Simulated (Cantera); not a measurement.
# Low-pressure radical oxidation in H2/O2

An isothermal, constant-pressure homogeneous reactor starts with 5.39 % H2, 94.6 % O2, equivalence ratio 0.029, at 1200 K and 0.0133 bar.

Model: GRI-Mech 3.0 (53 species, 325 reactions), integrated in Cantera. Radical loss at walls, strong at low pressure, is not modelled. The temperature is held fixed by assumption; the heat of reaction is taken as removed at once.

```csv
t (s),x H2,x O2,x H2O,x H,x O,x H2O2
7.00e-5,0.0539,0.946,6.28e-10,2.19e-9,1.71e-9,<1e-12
0.000275,0.0539,0.946,2.53e-8,1.39e-8,2.43e-8,7.73e-12
0.00108,0.0539,0.946,1.47e-5,4.90e-6,9.81e-6,1.39e-10
0.00426,0.00109,0.906,0.0466,0.00896,0.0337,9.91e-8
0.0167,0.000709,0.917,0.0496,0.00525,0.0245,9.38e-8
0.0658,0.000255,0.935,0.0534,0.00107,0.00842,9.01e-8
0.259,3.15e-5,0.943,0.0550,4.56e-5,0.00103,5.20e-8
1.02,2.74e-6,0.944,0.0553,1.19e-6,9.01e-5,1.62e-8
4.00,3.17e-7,0.945,0.0554,4.75e-8,1.05e-5,3.86e-9
```
x: mole fraction; the columns are a selection and need not sum to one.

Equilibrium at this temperature and pressure: H2 6.32e-9, O2 0.945, H2O 0.0554, H 1.37e-10, O 2.12e-7, H2O2 1.49e-10 (gas phase only).
